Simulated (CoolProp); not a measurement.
Vapour-liquid equilibrium of carbon dioxide (1) + R125 (2) at 518 kPa; x and y are mole fractions of (1).

The numbers come from the multi-fluid Helmholtz-energy mixture model, Span 1996 and Lemmon 2005; pair parameters Bell 2016 in CoolProp.

Problem. Give the bubble temperature and the first vapour's composition at x = 0.125, 0.425, 0.5. Is there an azeotrope?

Solution. x = 0.125: -23.4 °C, y = 0.467; x = 0.425: -42.9 °C, y = 0.827; x = 0.5: -45.6 °C, y = 0.862. No azeotrope shows between x = 0.05 and 0.95.

The pair parameters rest on a limited set of measurements; away from them the model extrapolates.
